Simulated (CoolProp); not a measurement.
A single-stage vapour-compression cycle with the fluid: evaporating at 294.15 K (dew point), condensing at 352.15 K (bubble point), superheat 5 K, subcooling 8 K, compressor efficiency 0.85, no pressure losses. The same conditions are run with several fluids, on thermodynamics alone (safety and materials aside).

The numbers come from the reference Helmholtz-energy equation of state of each fluid (sulfur dioxide: Gao 2016; vinyl chloride: Thol 2022; cyclopropane: Polt 1992; R114: Platzer 1990; methanol: de Reuck 1993; R365MFC: Lemmon 2016) in CoolProp. The equations of Platzer and Polt are older, rougher fits.

**Question.** Rank sulfur dioxide, vinyl chloride, cyclopropane, R114, methanol, R365MFC by cooling COP, highest first.

**Answer.** methanol (3.70), vinyl chloride (3.59), sulfur dioxide (3.54), R365MFC (3.43), cyclopropane (3.39), R114 (3.25)

```json
[
 {"fluid": "sulfur dioxide", "pressure ratio": "5.14", "discharge temperature (K)": "434.7", "refrigerating effect (kJ/kg)": "292", "volumetric capacity (kJ/m³)": "2740"},
 {"fluid": "vinyl chloride", "pressure ratio": "4.35", "discharge temperature (K)": "387.8", "refrigerating effect (kJ/kg)": "251", "volumetric capacity (kJ/m³)": "2360"},
 {"fluid": "cyclopropane", "pressure ratio": "3.82", "discharge temperature (K)": "376.3", "refrigerating effect (kJ/kg)": "294", "volumetric capacity (kJ/m³)": "3650"},
 {"fluid": "R114", "pressure ratio": "4.84", "discharge temperature (K)": "352.2", "refrigerating effect (kJ/kg)": "81.6", "volumetric capacity (kJ/m³)": "1120"},
 {"fluid": "methanol", "pressure ratio": "12.7", "discharge temperature (K)": "475.8", "refrigerating effect (kJ/kg)": "1060", "volumetric capacity (kJ/m³)": "190"},
 {"fluid": "R365MFC", "pressure ratio": "7.11", "discharge temperature (K)": "352.2", "refrigerating effect (kJ/kg)": "131", "volumetric capacity (kJ/m³)": "385"}
]
```

The compression ends wet for: R114; R365MFC.
